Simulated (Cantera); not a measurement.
Transport properties of process gases

Gas mixture: 50.6 % N₂O, 49.4 % CO₂, at 11.3 Torr, frozen composition.

Cantera's kinetic-theory transport with the Lennard-Jones parameters of GRI-Mech 3.0, ideal gas; thermal conductivity in the multicomponent form. The composition is frozen, though it would react at the higher temperatures.

```tsv
T (K)	ρ (kg/m³)	cp (J/kg/K)	μ (µPa s)	λ (mW/m/K)	Pr	D (cm²/s) C₂H₂	D (cm²/s) O	D (cm²/s) CH₄
400	0.0198	954.3	19.6	25.3	0.740	14.3	28.5	19.7
550	0.0144	1060	25.7	36.9	0.740	25.6	49.8	34.9
700	0.0113	1139	31.1	48.0	0.738	39.3	75.4	53.3
850	0.00934	1199	36.0	58.5	0.737	55.2	105	74.5
1000	0.00794	1245	40.5	68.5	0.736	73.0	138	98.3
1150	0.00690	1277	44.7	77.7	0.735	92.8	174	125
1300	0.00611	1305	48.6	86.5	0.734	114	214	153
1450	0.00548	1327	52.4	94.9	0.733	137	257	184
1600	0.00496	1346	56.0	103	0.732	162	302	217
```
D: mixture-averaged diffusion coefficient of that species in the mixture.
